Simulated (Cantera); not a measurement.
A perfectly stirred reactor is fed with 19.2 % CO, 4.03 % H₂, 11.6 % O₂, 65.1 % N₂, at 180 Torr; it is adiabatic with a 673 K inlet, and is followed from long to short residence time, starting on the burning branch (τ in s: 0.08, 0.042, 0.023, 0.012, 0.0064, 0.0034, 0.0018, 0.00095, 0.00051, 0.00027, 0.00014, 7.6e-05, 4e-05).

Computed with Cantera and GRI-Mech 3.0 (53 species, 325 reactions).

Q: Predict: blow-out, bracketed by the residence times tried; x(CO) at τ = 80.0 ms; x(H₂) at τ = 80.0 ms; x(O₂) at τ = 80.0 ms; x(H₂O) at τ = 80.0 ms; x(H₂O₂) at τ = 80.0 ms; x(CO) at τ = 1.80 ms; x(H₂) at τ = 1.80 ms; x(O₂) at τ = 1.80 ms; x(H₂O) at τ = 1.80 ms; x(H₂O₂) at τ = 1.80 ms.

A: 
- blow-out, bracketed by the residence times tried: burning at 0.510 ms, out at 0.270 ms
- x(CO) at τ = 80.0 ms: 0.0530
- x(H₂) at τ = 80.0 ms: 0.00266
- x(O₂) at τ = 80.0 ms: 0.0251
- x(H₂O) at τ = 80.0 ms: 0.0375
- x(H₂O₂) at τ = 80.0 ms: 1.94e-8
- x(CO) at τ = 1.80 ms: 0.0843
- x(H₂) at τ = 1.80 ms: 0.00487
- x(O₂) at τ = 1.80 ms: 0.0415
- x(H₂O) at τ = 1.80 ms: 0.0231
- x(H₂O₂) at τ = 1.80 ms: 2.09e-7
